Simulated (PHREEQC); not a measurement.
A PHREEQC speciation (ion-association model, phreeqc.dat) at 25 °C gives pH 2.31 and these molalities:

```
species      mol/kgw
----------  --------
Cl-            0.471
Cu+2           0.204
CuCl+         0.0593
H+           0.00648
CuCl2        0.00508
CuSO4        0.00187
SO4-2        0.00127
FeCl+2      0.000184
HSO4-       0.000146
FeCl2+       7.13e-5
Fe+3         5.01e-5
FeOH+2       2.68e-5
FeSO4+       1.51e-5
CuCl3-       9.97e-6
FeCl3        1.20e-6
Fe(OH)2+     5.12e-7
FeHSO4+2     4.20e-7
CuOH+        1.50e-7
Fe2(OH)2+4   7.61e-8
Fe(SO4)2-    6.73e-8
CuCl4-2      4.83e-8
```

Problem. What are the element totals, and what could have been dissolved in 1 kg of water to give them?

Solution. This is not unique; one that fits is totals Cl 0.541, Cu(2) 0.270, Fe(3) 0.000350, S(6) 0.00330 mol/kgw, from 0.27 mol CuCl2, 0.0033 mol H2SO4 and 0.00035 mol FeCl3 per kg of water.

Precipitation was switched off in this run. The solution is supersaturated, for example in Hematite (slow to form), Goethite (slow to form), so a real one may precipitate; this is no full list.
